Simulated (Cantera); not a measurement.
Charge: 1 mol Si, 0.5 mol CO2, 48 mol H2, held at 0.240 Pa.

Equilibrium computed with Cantera from the NASA thermochemical tables; the gas is ideal and each condensed phase is pure. Candidate condensed phases: C, C6H6, C7H8, C8H18, H2O, Si, SiC, SiO2; 123 gas species. The numbers say what is thermodynamically allowed, not how fast it happens.

x: gas mole fraction; n: condensed amount in mol.

```json
[
 {"T (°C)": "1050", "x H2": "0.979", "x H": "0.00101", "x SiO": "0.0153", "x CO": "0.00510", "x Si": "7.33e-6", "x SiH": "8.24e-8", "x Si2C": "(withheld)", "n SiC(s)": "0.250"},
 {"T (°C)": "1100", "x H2": "0.977", "x H": "0.00213", "x SiO": "0.0153", "x CO": "0.00511", "x Si": "3.58e-5", "x SiH": "3.11e-7", "x Si2C": "(withheld)", "n SiC(s)": "0.249"},
 {"T (°C)": "1150", "x H2": "0.975", "x H": "0.00423", "x SiO": "0.0152", "x CO": "0.00517", "x Si": "0.000155", "x SiH": "1.06e-6", "x Si2C": "(withheld)", "n SiC(s)": "0.246"},
 {"T (°C)": "1200", "x H2": "0.971", "x H": "0.00805", "x SiO": "0.0149", "x CO": "0.00538", "x Si": "0.000595", "x SiH": "3.27e-6", "x Si2C": "(withheld)", "n SiC(s)": "0.235"},
 {"T (°C)": "1250", "x H2": "0.963", "x H": "0.0146", "x SiO": "0.0142", "x CO": "0.00605", "x Si": "0.00197", "x SiH": "8.76e-6", "x Si2C": "(withheld)", "n SiC(s)": "0.201"},
 {"T (°C)": "1300", "x H2": "0.949", "x H": "0.0256", "x SiO": "0.0123", "x CO": "0.00773", "x Si": "0.00540", "x SiH": "1.96e-5", "x Si2C": "(withheld)", "n SiC(s)": "0.114"},
 {"T (°C)": "1350", "x H2": "0.927", "x H": "0.0430", "x SiO": "0.00990", "x CO": "0.00986", "x Si": "0.00979", "x SiH": "2.93e-5", "x Si2C": "(withheld)", "n SiC(s)": "0"},
 {"T (°C)": "1400", "x H2": "0.901", "x H": "0.0698", "x SiO": "0.00975", "x CO": "0.00975", "x Si": "0.00971", "x SiH": "2.41e-5", "x Si2C": "(withheld)", "n SiC(s)": "0"}
]
```

Task: Fill in the missing entries.

Result: 
- 1050, x Si2C: 2.27e-9
- 1100, x Si2C: 1.82e-8
- 1150, x Si2C: 1.24e-7
- 1200, x Si2C: 7.30e-7
- 1250, x Si2C: 3.59e-6
- 1300, x Si2C: 1.42e-5
- 1350, x Si2C: 1.99e-5
- 1400, x Si2C: 3.24e-6
